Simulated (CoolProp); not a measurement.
Vapour-liquid equilibrium of C3F8 (R218) (1) + c-C4F8 (RC318) (2) at 34.75 °C; x and y are mole fractions of (1).

Model: multi-fluid Helmholtz-energy mixture model, Lemmon 2006 and Platzer 1990; pair parameters Bell 2016, in CoolProp. This equation is an older, rougher fit; its heat capacities, sound speeds and derivatives of the liquid may be far off and weren't checked against measurements.

| x | bubble pressure (bar) | y at the bubble point | dew pressure at overall composition x (bar) | liquid density (mol/L) |
|---|---|---|---|---|
| 0.05 | 4.316 | 0.069 | 4.287 | 7.298 |
| 0.15 | ___ | 0.220 | 4.455 | 7.308 |
| 0.25 | 5.016 | 0.373 | 4.671 | 7.306 |
| 0.35 | 5.559 | 0.514 | 4.944 | 7.290 |
| 0.45 | ___ | 0.636 | ___ | 7.259 |
| 0.55 | 6.979 | 0.736 | 5.734 | ___ |
| 0.65 | 7.819 | 0.818 | 6.314 | 7.147 |
| 0.75 | 8.721 | 0.883 | 7.103 | 7.061 |
| 0.85 | ___ | 0.936 | 8.231 | 6.948 |
| 0.95 | 10.67 | 0.980 | ___ | 6.802 |

Task: Fill in the missing entries.

Result: 
- 0.15, bubble pressure (bar): 4.601
- 0.45, bubble pressure (bar): 6.219
- 0.45, dew pressure at overall composition x (bar): 5.291
- 0.55, liquid density (mol/L): 7.212
- 0.85, bubble pressure (bar): 9.671
- 0.95, dew pressure at overall composition x (bar): 9.961

No azeotrope shows between x = 0.05 and 0.95.

Pair parameters are fitted to limited data, so mixtures are less certain than the pure fluids.
